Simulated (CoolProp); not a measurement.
Vapour pressure (MPa) of carbon monoxide: the reference equation beside estimates from Tc = 132.9 K, pc = 3.498 MPa, ω = 0.050. Clausius-Clapeyron is anchored at 95.1 K with a constant enthalpy of vaporisation of 5.421 kJ/mol.

Values from CoolProp's reference Helmholtz-energy equation of state, Lemmon 2006. It is a short technical equation, of lower accuracy than the large ones.

```csv
T (K),reference,Lee-Kesler,Clausius-Clapeyron,van der Waals,Redlich-Kwong,Soave-Redlich-Kwong,Peng-Robinson
95.1,0.3716,0.3721,0.3716,0.7850,0.3682,0.3725,0.3728
97.6,0.4538,0.4543,0.4430,0.8930,0.4538,0.4555,0.4548
100.2,0.5525,0.5530,0.5268,1.015,0.5568,0.5554,0.5535
102.8,0.6659,0.6662,0.6211,1.147,0.6753,0.6703,0.6669
105.3,0.7899,0.7899,0.7220,1.284,0.8047,0.7962,0.7912
107.9,0.9356,0.9351,0.8382,1.437,0.9566,0.9442,0.9374
110.4,1.093,1.092,0.9612,1.595,1.120,1.104,1.096
113,1.276,1.274,1.101,1.770,1.309,1.290,1.280
115.6,1.480,1.477,1.254,1.956,1.519,1.497,1.485
118.1,1.697,1.693,1.413,2.146,1.741,1.717,1.704
120.7,1.946,1.942,1.591,2.356,1.994,1.969,1.956
123.3,2.221,2.217,1.783,2.577,2.270,2.246,2.233
125.8,2.512,2.509,1.981,2.802,2.558,2.537,2.525
```

Absolute difference from the reference over all 13 rows, mean and median: Lee-Kesler 0.1 and 0.1 %, Clausius-Clapeyron 11.5 and 12.1 %, van der Waals 51.7 and 45.9 %, Redlich-Kwong 1.8 and 2.2 %, Soave-Redlich-Kwong 0.9 and 1.0 %, Peng-Robinson 0.3 and 0.3 %.
